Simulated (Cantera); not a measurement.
A Cantera script and its output.

```python
import numpy as np
import cantera as ct

gas = ct.Solution("gri30.yaml")


def delay(T, t_max=10):
    gas.TPX = T, 64000, {'CH3OH': 1, 'O2': 2, 'N2': 5.6}
    reactor = ct.IdealGasConstPressureReactor(gas, clone=False)
    net = ct.ReactorNet([reactor])
    net.rtol, net.atol = 1e-8, 1e-16
    while net.time < t_max:
        t_old, T_old = net.time, reactor.T
        net.step()
        if reactor.T > T + 400:  # ignition: a rise of 400 K
            return t_old + (T + 400 - T_old) / (reactor.T - T_old) * (net.time - t_old)
    return np.nan


taus = []
for T in [1198, 1248, 1298, 1348, 1398, 1448, 1498, 1548, 1598, 1648]:
    taus.append(delay(T))
    print(f"T0 = {T:6g} K   tau = {taus[-1]:.4e} s")
```

Output:

```
T0 =   1198 K   tau = 1.4729e-02 s
T0 =   1248 K   tau = 6.7265e-03 s
T0 =   1298 K   tau = 3.2958e-03 s
T0 =   1348 K   tau = 1.7232e-03 s
T0 =   1398 K   tau = 9.5655e-04 s
T0 =   1448 K   tau = 5.6085e-04 s
T0 =   1498 K   tau = 3.4539e-04 s
T0 =   1548 K   tau = 2.2207e-04 s
T0 =   1598 K   tau = 1.4819e-04 s
T0 =   1648 K   tau = 1.0206e-04 s
```

Model: GRI-Mech 3.0 (53 species, 325 reactions), integrated in Cantera. GRI-Mech 3.0 was tuned for natural gas; its chemistry of methanol as a main component is partial and can be far from experiment.
